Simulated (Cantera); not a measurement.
A perfectly stirred reactor is fed with H₂ : O₂ = 0.18 : 1 (molar parts), at 20.0 Torr; it is held at 1225 K, and followed from long to short residence time.

Model: the H2/O2 subset of GRI-Mech 3.0, which has no nitrogen chemistry, integrated in Cantera. Radical loss at walls, strong at low pressure, is not modelled. The temperature is held fixed by assumption; the heat of reaction is taken as removed at once.

What does this change do: temperature 1225 to 1450 K?


```json
[
 {"quantity": "x(H₂) at τ = 0.430 s", "before": "0.000485", "after": "0.000480"},
 {"quantity": "x(O₂) at τ = 0.430 s", "before": "0.832", "after": "0.829"},
 {"quantity": "x(O) at τ = 0.430 s", "before": "0.00235", "after": "0.00439"},
 {"quantity": "x(H₂O) at τ = 0.430 s", "before": "0.163", "after": "0.162"},
 {"quantity": "x(H₂O₂) at τ = 0.430 s", "before": "3.44e-7", "after": "1.11e-7"},
 {"quantity": "x(H₂) at τ = 51.0 ms", "before": "0.00178", "after": "0.00179"},
 {"quantity": "x(O₂) at τ = 51.0 ms", "before": "0.824", "after": "0.814"},
 {"quantity": "x(O) at τ = 51.0 ms", "before": "0.00914", "after": "0.0169"},
 {"quantity": "x(H₂O) at τ = 51.0 ms", "before": "0.159", "after": "0.155"},
 {"quantity": "x(H₂O₂) at τ = 51.0 ms", "before": "5.29e-7", "after": "1.99e-7"}
]
```
